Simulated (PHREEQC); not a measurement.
Make-up at 25 °C: 0.14 mol/kgw SrBr2. Closed to the air; pH follows from the charge balance.

The numbers come from PHREEQC with the ion-association model, wateq4f.dat.

Precipitation was switched off in this run.

Question: What activity of water does the model give?

Answer: activity of water 0.993.
